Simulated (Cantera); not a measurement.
A perfectly stirred reactor is fed with H2 : O2 : N2 : NO = 1 : 0.455 : 1.64 : 0.0061 (molar parts), at 0.345 atm; it is adiabatic with a 500 K inlet, and is followed from long to short residence time, starting on the burning branch (τ in s: 0.31, 0.11, 0.039, 0.013, 0.0047, 0.0017, 0.00058, 0.0002, 7.1e-05, 2.5e-05).

Cantera simulation using GRI-Mech 3.0 (53 species, 325 reactions); the numbers are that mechanism's predictions, not measurements. The mechanism lacks 2 NO + O2 → 2 NO2 and HONO, so NO2 and the effect of NO are under-described below about 1400 K.

One state of this run: T (K) = 1596; x H2 = 0.0654; x O2 = 0.0269; x NO = 0.00213; x H = 0.0771; x N2 = 0.567; x H2O2 = 1.05e-6; x H2O = 0.236. x: mole fraction; the columns are a selection and need not sum to one.

Problem. Which value of τ (s) does it belong to?
A. 2.5e-5
B. 0.013
C. 0.11
D. 0.00020

Solution. D, 0.00020
